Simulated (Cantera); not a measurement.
A Cantera script and its output.

```python
import numpy as np
import cantera as ct

gas = ct.Solution("gri30.yaml")
gas.TPX = 1375, 100000, {'CO': 0.0053, 'O2': 0.028, 'H2O': 0.0056, 'N2': 1}
reactor = ct.IdealGasConstPressureReactor(gas, energy="off", clone=False)
net = ct.ReactorNet([reactor])
net.rtol, net.atol = 1e-08, 1e-18
show = ['CO', 'O2', 'H2O', 'H2', 'NO2', 'O']
times = np.geomspace(0.0007, 2, 14)

steps = ct.SolutionArray(gas, extra=["t"])
rows = []
print(f"{'t/s':>10s}{'T/K':>9s}{'P/Pa':>11s}" + "".join(f"{s:>11s}" for s in show))
for t in times:
    while net.time < t:
        t_next = net.step()
        steps.append(gas.state, t=t_next)
    rows.append([np.interp(t, steps.t, y) for y in (steps.T, steps.P, *steps(*show).X.T)])
    print(f"{t:10.3e}{rows[-1][0]:9.1f}{rows[-1][1]:11.4g}" + "".join(f"{x:11.3e}" for x in rows[-1][2:]))
rate = np.gradient(steps.T, steps.t)
print("integrator steps:", len(steps.t))
if steps.T.max() > steps.T[0] + 200:
    print(f"time of steepest temperature rise: {steps.t[rate.argmax()]:.4e} s")
gas.TPX = 1375, 100000, {'CO': 0.0053, 'O2': 0.028, 'H2O': 0.0056, 'N2': 1}
gas.equilibrate("TP")
print(f"equilibrium (TP): T = {gas.T:.1f} K  " + "  ".join(f"{s} {gas[s].X[0]:.3e}" for s in show))
```

It prints:

```
       t/s      T/K       P/Pa         CO         O2        H2O         H2        NO2          O
 7.000e-04   1375.0      1e+05  5.101e-03  2.695e-02  5.390e-03  1.339e-08  6.332e-18  3.555e-07
 1.291e-03   1375.0      1e+05  5.083e-03  2.694e-02  5.385e-03  4.927e-07  6.938e-15  1.090e-05
 2.381e-03   1375.0      1e+05  3.900e-03  2.614e-02  5.214e-03  4.337e-05  3.338e-11  4.340e-04
 4.392e-03   1375.0      1e+05  1.299e-03  2.492e-02  5.248e-03  3.799e-05  4.639e-10  3.128e-04
 8.100e-03   1375.0      1e+05  3.664e-04  2.458e-02  5.340e-03  1.133e-05  1.309e-09  9.133e-05
 1.494e-02   1375.0      1e+05  1.034e-04  2.449e-02  5.374e-03  3.257e-06  2.396e-09  2.667e-05
 2.755e-02   1375.0      1e+05  2.833e-05  2.447e-02  5.388e-03  9.745e-07  3.118e-09  8.165e-06
 5.081e-02   1375.0      1e+05  7.362e-06  2.446e-02  5.395e-03  3.080e-07  3.014e-09  2.652e-06
 9.372e-02   1375.0      1e+05  1.769e-06  2.446e-02  5.399e-03  1.059e-07  2.343e-09  9.437e-07
 1.728e-01   1375.0      1e+05  3.854e-07  2.446e-02  5.401e-03  4.193e-08  1.670e-09  3.873e-07
 3.188e-01   1375.0      1e+05  8.477e-08  2.446e-02  5.402e-03  2.061e-08  1.277e-09  1.947e-07
 5.880e-01   1375.0      1e+05  3.059e-08  2.446e-02  5.402e-03  1.316e-08  1.122e-09  1.245e-07
 1.084e+00   1375.0      1e+05  2.180e-08  2.446e-02  5.402e-03  1.093e-08  1.083e-09  1.030e-07
 2.000e+00   1375.0      1e+05  2.083e-08  2.446e-02  5.402e-03  1.064e-08  1.079e-09  1.002e-07
integrator steps: 1362
equilibrium (TP): T = 1375.0 K  CO 2.086e-08  O2 2.434e-02  H2O 5.402e-03  H2 1.066e-08  NO2 6.556e-07  O 9.996e-08
```

Detailed kinetics in Cantera: GRI-Mech 3.0 (53 species, 325 reactions).
